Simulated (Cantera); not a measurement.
Cantera with NASA thermochemical tables; ideal gases at 1 bar, condensed phases pure. Values are per mole of reaction as written; species without (g) are pure solids or liquids, kept so even where they would boil at 1 bar.

Question: Between 948 and 1748 K, where is each reaction favourable under standard conditions?
- 2 N₂(g) + Cr₂O₃ ⇌ 3 NO(g) + Cr₂N

Answer: 
- 2 N₂(g) + Cr₂O₃ ⇌ 3 NO(g) + Cr₂N: ΔG° is 1066 kJ at 948 K and 886 kJ at 1748 K; it stays positive (K < 1). ΔH° is 1284 kJ and ΔS° 228 J/K at 1748 K.
